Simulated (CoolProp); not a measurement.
Saturation properties of n-pentane.

The numbers come from the reference Helmholtz-energy equation of state, Thol 2019 in CoolProp.

| T (K) | p (bar) | liquid density (kg/m³) | vapour density (kg/m³) | enthalpy of vaporisation (kJ/kg) | liquid cp (kJ/(kg K)) |
|---|---|---|---|---|---|
| 348.4 | 3.259 | 567.4 | 9.019 | 322.9 | 2.578 |
| 352.6 | 3.631 | 562.5 | 10.02 | 318.8 | 2.603 |
| 356.8 | 4.034 | 557.5 | 11.10 | 314.4 | 2.629 |
| 361.1 | 4.480 | 552.3 | 12.30 | 309.9 | 2.656 |
| 365.3 | 4.952 | 547.1 | 13.58 | 305.4 | 2.684 |
| 369.5 | 5.459 | 541.8 | 14.96 | 300.7 | 2.713 |
| 373.7 | … | 536.4 | 16.46 | 295.9 | 2.742 |
| 378 | 6.603 | 530.7 | 18.12 | 290.8 | 2.774 |
| 382.2 | 7.231 | 525.1 | 19.88 | 285.6 | 2.806 |
| 386.4 | 7.901 | 519.3 | … | 280.3 | 2.840 |
| 390.7 | 8.635 | 513.2 | 23.90 | 274.7 | 2.876 |
| 394.9 | 9.399 | … | 26.14 | 269.0 | 2.914 |
| 399.1 | 10.21 | 500.8 | 28.56 | 263.0 | … |
| 403.3 | 11.08 | 494.3 | 31.20 | 256.9 | 2.997 |

Task: Fill in the missing entries.

Result: 
- 373.7, p (bar): 6.004
- 386.4, vapour density (kg/m³): 21.79
- 394.9, liquid density (kg/m³): 507.1
- 399.1, liquid cp (kJ/(kg K)): 2.954

It boils at 309.2 K under 1 atm.
